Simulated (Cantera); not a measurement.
Feed: 1 mol Si, 29 mol HCl, 0.89 mol N2, held at 300 °C and 2.20 Pa.

Method: chemical equilibrium by Gibbs-energy minimisation in Cantera with the NASA 1993 tables (ideal gas, pure condensed phases). Candidate condensed phases: NH4Cl, Si, Si3N4; 28 gas species. The numbers say what is thermodynamically allowed, not how fast it happens.

Base state: HCl 0.865, H2 0.0692, SiCl4 0.0346, N2 0.0308 (mole fractions); condensed: gas only.

What changes in the equilibrium state with this change: temperature from 300 °C to 1352 °C?


```tsv
species	before	after
HCl	0.865	0.839
H2	0.0692	0.0529
Cl	<1e-9	0.0432
SiCl4	0.0346	3.07e-5
SiCl2	<1e-9	0.0320
N2	0.0308	0.0291
H	<1e-9	0.00346
SiCl3	<1e-9	0.000650
SiCl	<1e-9	2.37e-5
```
The tables' values for SiCl3, SiCl are old estimates; treat these amounts as uncertain.
